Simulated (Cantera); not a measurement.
Input (Python, Cantera):

```python
import numpy as np
import cantera as ct

gas = ct.Solution("gri30.yaml")
gas.TPX = 1625, 45000, {'C2H6': 1, 'H2': 87}
reactor = ct.IdealGasConstPressureReactor(gas, energy="off", clone=False)
net = ct.ReactorNet([reactor])
net.rtol, net.atol = 1e-08, 1e-18
show = ['C2H6', 'H2', 'CH2', 'CH3', 'H']
times = np.geomspace(1e-05, 5, 12)

steps = ct.SolutionArray(gas, extra=["t"])
rows = []
print(f"{'t/s':>10s}{'T/K':>9s}{'P/Pa':>11s}" + "".join(f"{s:>11s}" for s in show))
for t in times:
    while net.time < t:
        t_next = net.step()
        steps.append(gas.state, t=t_next)
    rows.append([np.interp(t, steps.t, y) for y in (steps.T, steps.P, *steps(*show).X.T)])
    print(f"{t:10.3e}{rows[-1][0]:9.1f}{rows[-1][1]:11.4g}" + "".join(f"{x:11.3e}" for x in rows[-1][2:]))
rate = np.gradient(steps.T, steps.t)
print("integrator steps:", len(steps.t))
if steps.T.max() > steps.T[0] + 200:
    print(f"time of steepest temperature rise: {steps.t[rate.argmax()]:.4e} s")
gas.TPX = 1625, 45000, {'C2H6': 1, 'H2': 87}
gas.equilibrate("TP")
print(f"equilibrium (TP): T = {gas.T:.1f} K  " + "  ".join(f"{s} {gas[s].X[0]:.3e}" for s in show))
```

Output:

```
       t/s      T/K       P/Pa       C2H6         H2        CH2        CH3          H
 1.000e-05   1625.0    4.5e+04  1.011e-02  9.877e-01  6.964e-08  2.362e-04  4.221e-04
 3.297e-05   1625.0    4.5e+04  4.452e-03  9.845e-01  4.645e-07  4.982e-04  1.081e-03
 1.087e-04   1625.0    4.5e+04  1.078e-04  9.822e-01  2.008e-07  2.245e-04  9.662e-04
 3.583e-04   1625.0    4.5e+04  4.848e-06  9.827e-01  3.505e-08  9.164e-05  3.983e-04
 1.181e-03   1625.0    4.5e+04  1.841e-06  9.830e-01  6.342e-09  3.878e-05  1.675e-04
 3.894e-03   1625.0    4.5e+04  7.136e-07  9.830e-01  2.575e-09  2.476e-05  1.067e-04
 1.284e-02   1625.0    4.5e+04  5.191e-07  9.830e-01  2.427e-09  2.407e-05  1.039e-04
 4.233e-02   1625.0    4.5e+04  5.135e-07  9.831e-01  2.416e-09  2.395e-05  1.040e-04
 1.395e-01   1625.0    4.5e+04  5.047e-07  9.832e-01  2.380e-09  2.357e-05  1.040e-04
 4.600e-01   1625.0    4.5e+04  4.815e-07  9.834e-01  2.280e-09  2.252e-05  1.043e-04
 1.517e+00   1625.0    4.5e+04  4.407e-07  9.839e-01  2.085e-09  2.049e-05  1.047e-04
 5.000e+00   1625.0    4.5e+04  4.142e-07  9.843e-01  1.943e-09  1.901e-05  1.050e-04
integrator steps: 925
equilibrium (TP): T = 1625.0 K  C2H6 4.122e-07  H2 9.843e-01  CH2 1.931e-09  CH3 1.889e-05  H 1.051e-04
```

Cantera simulation using GRI-Mech 3.0 (53 species, 325 reactions); the numbers are that mechanism's predictions, not measurements. GRI-Mech 3.0 stops at C3 and has no aromatics, soot or wall deposition, so with more carbon than oxygen in the feed, carbon stays in small species such as C2H2 where larger ones or solid carbon would form.
